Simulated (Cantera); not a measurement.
A perfectly stirred reactor is fed with H₂ : O₂ : N₂ : H₂O = 1 : 0.794 : 2.98 : 0.24 (molar parts), equivalence ratio 0.63, at 1.01 bar; it is adiabatic with a 775 K inlet, and is followed from long to short residence time, starting on the burning branch (τ in s: 0.077, 0.04, 0.021, 0.011, 0.0055, 0.0028, 0.0014, 0.00075, 0.00039, 0.0002, 0.0001, 5.3e-05).

Detailed kinetics in Cantera: the H2/O2 subset of GRI-Mech 3.0, which has no nitrogen chemistry.

One state of this run: T (K) = 1982; x H₂ = 0.0116; x O₂ = 0.0647; x H₂O = 0.248; x O = 0.00636; x H₂O₂ = 5.73e-7. x: mole fraction; the columns are a selection and need not sum to one.

Q: Which value of τ (s) does it belong to?
(A) 0.0014
(B) 0.021
(C) 0.011
(D) 0.00039

A: D, 0.00039
